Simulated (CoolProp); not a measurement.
Vapour-liquid equilibrium of R125 (1) + R245fa (2) at 134 kPa; x and y are mole fractions of (1).

Values from CoolProp's multi-fluid Helmholtz-energy mixture model, Lemmon 2005 and Akasaka 2015; pair parameters Bell 2016.

```
x     bubble temperature, mixture model (K)  bubble temperature, Raoult's law (K)  y, mixture model  y, Raoult's law
----  -------------------------------------  ------------------------------------  ----------------  ---------------
0.05                                  284.7                                 285.3             0.364            0.361
0.15                                  269.4                                 270.8             0.701            0.697
0.25                                  259.5                                 261.0             0.834            0.834
0.35                                  252.6                                 253.8             0.898            0.902
0.45                                  247.5                                 248.2             0.933            0.939
0.55                                  243.3                                 243.8             0.956            0.961
0.65                                  239.9                                 240.1             0.971            0.976
0.75                                  237.0                                 237.0             0.982            0.986
0.85                                  234.4                                 234.4             0.991            0.993
0.95                                  232.0                                 232.0             0.997            0.998
```

The largest gap from Raoult's law is -1.5 K in bubble temperature, at x = 0.25. No azeotrope shows between x = 0.05 and 0.95.

The pair parameters rest on a limited set of measurements; away from them the model extrapolates.
